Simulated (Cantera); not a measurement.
# Equilibrium for carbothermic reduction: Fe₃O₄ + CO + H₂

A closed system holds: 1 mol Fe₃O₄, 2.4 mol CO, 0.93 mol H₂, at 1075 K.

Method: chemical equilibrium by Gibbs-energy minimisation in Cantera with the NASA 1993 tables (ideal gas, pure condensed phases). Candidate condensed phases: C, C₆H₆, C₇H₈, C₈H₁₈, Fe, Fe(CO)₅, FeO, Fe(OH)₂, Fe(OH)₃, Fe₂O₃, Fe₃O₄, H₂O; 114 gas species. The tables' stoichiometric FeO is somewhat more stable than real wüstite, so its field is too wide. FeO: taken at fixed stoichiometry. Rates play no part.

From 0.000100 bar to 1.90 bar the condensed part is FeO(s). At 10.0 bar the condensed part is C(graphite) + FeO(s).

```json
[
 {"P (Pa)": "10", "x CO": "0.501", "x CO₂": "0.219", "x H₂": "0.198", "x H₂O": "0.0808", "x CH₄": "2.76e-12", "x H": "6.54e-7", "n FeO(s)": "3.00", "n C(graphite)": "0"},
 {"P (Pa)": "52", "x CO": "0.501", "x CO₂": "0.219", "x H₂": "0.198", "x H₂O": "0.0808", "x CH₄": "7.47e-11", "x H": "2.87e-7", "n FeO(s)": "3.00", "n C(graphite)": "0"},
 {"P (Pa)": "270", "x CO": "0.501", "x CO₂": "0.219", "x H₂": "0.198", "x H₂O": "0.0808", "x CH₄": "2.01e-9", "x H": "1.26e-7", "n FeO(s)": "3.00", "n C(graphite)": "0"},
 {"P (Pa)": "1400", "x CO": "0.501", "x CO₂": "0.219", "x H₂": "0.198", "x H₂O": "0.0808", "x CH₄": "5.42e-8", "x H": "5.53e-8", "n FeO(s)": "3.00", "n C(graphite)": "0"},
 {"P (Pa)": "7200", "x CO": "0.501", "x CO₂": "0.219", "x H₂": "0.198", "x H₂O": "0.0808", "x CH₄": "1.43e-6", "x H": "2.44e-8", "n FeO(s)": "3.00", "n C(graphite)": "0"},
 {"P (Pa)": "37000", "x CO": "0.501", "x CO₂": "0.220", "x H₂": "0.198", "x H₂O": "0.0808", "x CH₄": "3.78e-5", "x H": "1.07e-8", "n FeO(s)": "3.00", "n C(graphite)": "0"},
 {"P (Pa)": "190000", "x CO": "0.500", "x CO₂": "0.221", "x H₂": "0.197", "x H₂O": "0.0809", "x CH₄": "0.000972", "x H": "4.72e-9", "n FeO(s)": "3.00", "n C(graphite)": "0"},
 {"P (Pa)": "1000000", "x CO": "0.446", "x CO₂": "0.271", "x H₂": "0.173", "x H₂O": "0.0973", "x CH₄": "0.0134", "x H": "1.93e-9", "n FeO(s)": "3.00", "n C(graphite)": "0.111"}
]
```
x: gas mole fraction; n: condensed amount in mol.
